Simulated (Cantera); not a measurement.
Feed: 1 mol CO, 1.2 mol O₂, 6.7 mol H₂, at 2998.15 K and 10.0 Torr.

Cantera equilibrium calculation (NASA polynomials, part measured and part estimated; ideal gas, pure solids and liquids). Equilibrium is a limit: real reactors are often held back by kinetics, nucleation or transport.

| species | before | after |
|---|---|---|
| H | 0.570 | 0.609 |
| H₂ | 0.176 | 0.201 |
| CO | 0.0756 | 0.0801 |
| O | 0.0859 | 0.0510 |
| OH | 0.0432 | 0.0274 |
| H₂O | 0.0401 | 0.0272 |
| O₂ | 0.00777 | 0.00274 |
| CO₂ | 0.00233 | 0.00147 |
Gas species are given as mole fractions.

### Question
What was changed between the two runs?
A. O₂ from 1.2 to 0.69 mol
B. CO replaced by toluene
C. pressure from 10.0 Torr to 2.63 Torr
D. pressure from 10.0 Torr to 0.173 Torr

### Answer
A, O₂ from 1.2 to 0.69 mol
